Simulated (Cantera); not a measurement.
Charge: 1 mol Cu, 0.46 mol CO2, 1.6 mol H2, equilibrated at 13.3 mbar.

Method: chemical equilibrium by Gibbs-energy minimisation in Cantera with the NASA 1993 tables (ideal gas, pure condensed phases). Candidate condensed phases: C, C6H6, C7H8, C8H18, Cu, CuO, Cu(OH)2, Cu2O, H2O; 113 gas species. Equilibrium is a limit: real reactors are often held back by kinetics, nucleation or transport.

x: gas mole fraction; n: condensed amount in mol.

```tsv
T (K)	x H2	x CO	x H2O	x CO2	x Cu	x H	n Cu(s)	n Cu(l)
1198	0.594	0.182	0.182	0.0410	8.71e-7	(withheld)	1.000	0
1248	0.591	0.186	0.186	0.0375	3.30e-6	(withheld)	1.000	0
1298	0.588	0.189	0.189	0.0345	1.13e-5	(withheld)	1.000	0
1348	0.585	0.191	0.191	0.0320	3.51e-5	(withheld)	1.000	0
1398	0.583	0.194	0.194	0.0297	9.73e-5	(withheld)	0	1.000
1448	0.581	0.195	0.195	0.0278	0.000249	(withheld)	0	0.999
1498	0.579	0.197	0.197	0.0260	0.000596	(withheld)	0	0.999
1548	0.577	0.198	0.198	0.0245	0.00135	(withheld)	0	0.997
1598	0.575	0.200	0.199	0.0231	0.00290	(withheld)	0	0.994
1648	0.572	0.200	0.200	0.0219	0.00592	(withheld)	0	0.988
```

Q: What belongs in the gaps?

A: 
- 1198, x H: 1.27e-6
- 1248, x H: 3.11e-6
- 1298, x H: 7.12e-6
- 1348, x H: 1.53e-5
- 1398, x H: 3.13e-5
- 1448, x H: 6.08e-5
- 1498, x H: 0.000113
- 1548, x H: 0.000203
- 1598, x H: 0.000349
- 1648, x H: 0.000583
